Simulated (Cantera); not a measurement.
Dilute partial oxidation

An isothermal, constant-pressure homogeneous reactor starts with 0.249 % CH3OH, 0.279 % O2, 99.5 % N2, at 1175 K and 14.0 bar.

Cantera simulation using GRI-Mech 3.0 (53 species, 325 reactions); the numbers are that mechanism's predictions, not measurements. GRI-Mech 3.0 was tuned for natural gas; its chemistry of methanol as a main component is partial and can be far from experiment. The pressure lies above the range GRI-Mech 3.0 was tuned for (to about 10 atm).

| t (s) | x CH3OH | x O2 | x CO | x CH3 | x C2H6 |
|---|---|---|---|---|---|
| 0.000200 | 0.00249 | 0.00279 | 8.87e-9 | 9.93e-9 | 1.28e-11 |
| 0.000455 | 0.00249 | 0.00278 | 2.03e-8 | 1.12e-8 | 5.33e-11 |
| 0.00104 | 0.00249 | 0.00278 | 4.79e-8 | 9.83e-9 | 1.39e-10 |
| 0.00236 | 0.00248 | 0.00278 | 1.34e-7 | 7.29e-9 | 2.66e-10 |
| 0.00537 | 0.00244 | 0.00277 | 2.03e-6 | 3.11e-9 | 3.73e-10 |
| 0.0122 | 4.02e-6 | 0.00125 | 0.00228 | 1.27e-9 | 1.41e-11 |
| 0.0278 | 1.78e-10 | 0.000432 | 0.00194 | 3.90e-10 | <1e-12 |
| 0.0632 | 4.39e-11 | 8.05e-5 | 0.00164 | 1.49e-10 | <1e-12 |
| 0.144 | 1.38e-11 | 3.43e-6 | 0.00147 | 8.66e-11 | <1e-12 |
| 0.328 | 5.54e-12 | 1.67e-7 | 0.00138 | 4.04e-11 | <1e-12 |
| 0.746 | 2.08e-12 | 1.94e-8 | 0.00132 | 1.62e-11 | <1e-12 |
| 1.70 | <1e-12 | 3.11e-9 | 0.00128 | 6.49e-12 | <1e-12 |
| 3.86 | <1e-12 | 6.49e-10 | 0.00125 | 2.28e-12 | <1e-12 |
| 8.79 | <1e-12 | 1.84e-10 | 0.00123 | <1e-12 | <1e-12 |
| 20.0 | <1e-12 | 5.25e-11 | 0.00121 | <1e-12 | <1e-12 |
x: mole fraction; the columns are a selection and need not sum to one.

Equilibrium at this temperature and pressure: CH3OH <1e-12, O2 <1e-12, CO 0.000707, CH3 <1e-12, C2H6 <1e-12 (gas phase only).
